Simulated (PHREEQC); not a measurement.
Solution (25 °C): 0.8 mmol/kgw CuSO4, 6.2 mmol/kgw CaCl2 and 2.6 mmol/kgw NaCl. Closed to the air; pH follows from the charge balance.

All values are PHREEQC results (ion-association model, phreeqc.dat), not measurements.

```
Item                          Result
--------------------  --------------
pH                              5.42
ionic strength        0.0235 mol/kgw
specific conductance      1880 µS/cm
```

```json
[
 {"species": "Cl-", "molality": "0.0150", "activity": "0.0129", "log γ": "-0.066"},
 {"species": "Ca+2", "molality": "0.00601", "activity": "0.00341", "log γ": "-0.246"},
 {"species": "Na+", "molality": "0.00260", "activity": "0.00225", "log γ": "-0.063"},
 {"species": "Cu+2", "molality": "0.000750", "activity": "0.000432", "log γ": "-0.240"},
 {"species": "SO4-2", "molality": "0.000573", "activity": "0.000322", "log γ": "-0.251"},
 {"species": "CaSO4", "molality": "0.000194", "activity": "0.000195", "log γ": "0.002"},
 {"species": "CuSO4", "molality": "2.82e-5", "activity": "2.84e-5", "log γ": "0.002"}
]
```

Precipitation was switched off in this run. Species that the database lacks are ignored.
